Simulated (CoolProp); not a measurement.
Saturation properties of dodecamethylcyclohexasiloxane (D6).

Model: reference Helmholtz-energy equation of state, Colonna 2008, in CoolProp. It is a short technical equation, of lower accuracy than the large ones.

| T (K) | p (MPa) | liquid density (kg/m³) | vapour density (kg/m³) | liquid cp (kJ/(kg K)) | surface tension (mN/m) |
|---|---|---|---|---|---|
| 420.2 | 0.005826 | 831.1 | 0.7493 | 1.818 | 9.55 |
| 423.3 | 0.006555 | 827.4 | 0.8377 | 1.824 | ___ |
| 426.4 | 0.007358 | 823.8 | 0.9346 | 1.831 | 9.13 |
| 429.6 | ___ | 820.0 | 1.044 | ___ | 8.92 |
| 432.7 | 0.009243 | 816.3 | 1.160 | 1.844 | 8.72 |
| 435.8 | ___ | 812.6 | 1.286 | 1.850 | 8.52 |
| 438.9 | 0.01147 | 808.8 | 1.423 | 1.857 | 8.32 |
| 442.1 | 0.01278 | 805.0 | 1.577 | 1.864 | 8.11 |
| 445.2 | 0.01417 | 801.2 | 1.738 | 1.870 | 7.92 |
| 448.3 | 0.01567 | 797.4 | 1.913 | 1.877 | 7.72 |
| 451.5 | 0.01736 | 793.5 | 2.108 | 1.883 | 7.52 |
| 454.6 | 0.01913 | ___ | 2.312 | 1.890 | 7.33 |
| 457.7 | 0.02105 | 785.8 | 2.532 | ___ | 7.15 |
| 460.8 | 0.02312 | 781.9 | 2.768 | 1.903 | 6.96 |

Task: Some entries are withheld; supply them.

Result: 
- 423.3, surface tension (mN/m): 9.34
- 429.6, p (MPa): 0.008271
- 429.6, liquid cp (kJ/(kg K)): 1.837
- 435.8, p (MPa): 0.01031
- 454.6, liquid density (kg/m³): 789.7
- 457.7, liquid cp (kJ/(kg K)): 1.896

It boils at 518.1 K under 1 atm.

Surface tension comes from a separate correlation (Mulero 2014).
